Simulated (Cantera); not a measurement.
A Cantera script and its output.

```python
import numpy as np
import cantera as ct

gas = ct.Solution("gri30.yaml")
gas.TPX = 450, 500000, {'CO': 1, 'H2': 0.079, 'CH4': 0.084, 'O2': 0.472, 'N2': 1.77, 'H2O': 0.34}
inlet = ct.Reservoir(gas, clone=True)
gas.equilibrate("HP")  # start burning
reactor = ct.IdealGasConstPressureReactor(gas, energy="on", clone=False)
exhaust = ct.Reservoir(gas, clone=True)
tau = [0.3, 0.11, 0.044, 0.017, 0.0064, 0.0025, 0.00094, 0.00036, 0.00014, 5.3e-05, 2e-05, 7.8e-06][0]
for a, b in ((inlet, reactor), (reactor, exhaust)):
    ct.MassFlowController(a, b, mdot=lambda t: reactor.mass / tau)
net = ct.ReactorNet([reactor])
show = ['CO', 'H2', 'CH4', 'C2H', 'CH2CO', 'NO', 'CO2']

rows = []
print(f"{'tau/s':>10s}{'T/K':>9s}" + "".join(f"{s:>11s}" for s in show))
for tau in [0.3, 0.11, 0.044, 0.017, 0.0064, 0.0025, 0.00094, 0.00036, 0.00014, 5.3e-05, 2e-05, 7.8e-06]:
    net.initial_time = 0.0
    net.advance(30 * tau)
    before = gas.X
    net.advance(40 * tau)
    drift = np.max(np.abs(gas.X - before) / (gas.X + 1e-9))
    rows.append([gas.T, *gas[show].X, drift])
    print(f"{tau:10.3e}{gas.T:9.1f}" + "".join(f"{x:11.3e}" for x in gas[show].X))
```

It prints:

```
     tau/s      T/K         CO         H2        CH4        C2H      CH2CO         NO        CO2
 3.000e-01   2193.6  1.193e-01  1.769e-02  1.293e-06  6.689e-13  4.496e-09  9.799e-05  1.955e-01
 1.100e-01   2192.0  1.194e-01  1.769e-02  2.496e-06  2.539e-12  1.071e-08  1.028e-04  1.954e-01
 4.400e-02   2189.3  1.195e-01  1.770e-02  3.901e-06  7.063e-12  2.159e-08  1.104e-04  1.953e-01
 1.700e-02   2184.3  1.196e-01  1.772e-02  5.619e-06  1.679e-11  3.997e-08  1.202e-04  1.950e-01
 6.400e-03   2175.4  1.200e-01  1.778e-02  8.033e-06  3.553e-11  6.684e-08  1.276e-04  1.944e-01
 2.500e-03   2161.0  1.207e-01  1.790e-02  1.180e-05  6.782e-11  9.913e-08  1.269e-04  1.933e-01
 9.400e-04   2136.2  1.221e-01  1.813e-02  1.885e-05  1.270e-10  1.374e-07  1.153e-04  1.912e-01
 3.600e-04   2096.5  1.246e-01  1.853e-02  3.236e-05  2.280e-10  1.794e-07  9.474e-05  1.877e-01
 1.400e-04   2036.0  1.289e-01  1.903e-02  6.059e-05  3.986e-10  2.322e-07  7.062e-05  1.819e-01
 5.300e-05   1943.6  1.366e-01  1.929e-02  1.333e-04  6.935e-10  3.336e-07  4.630e-05  1.718e-01
 2.000e-05   1793.4  1.554e-01  1.771e-02  4.096e-04  1.062e-09  7.520e-07  2.156e-05  1.494e-01
 7.800e-06    450.0  2.670e-01  2.109e-02  2.243e-02 -8.892e-48 -3.878e-19 -1.307e-19 -2.004e-15
```

Model: GRI-Mech 3.0 (53 species, 325 reactions), integrated in Cantera.
